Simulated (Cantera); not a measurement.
Cantera with NASA thermochemical tables; ideal gases at 1 bar, condensed phases pure. Values are per mole of reaction as written; species without (g) are pure solids or liquids, kept so even where they would boil at 1 bar.

Question: Between 300 and 1248 K, where is each reaction favourable under standard conditions?
- H2(g) + MgS → H2S(g) + Mg

Answer: 
- H2(g) + MgS → H2S(g) + Mg: ΔG° is 308 kJ at 300 K and 261 kJ at 1248 K; it stays positive (K < 1). ΔH° is 326 kJ and ΔS° 52 J/K at 1248 K.
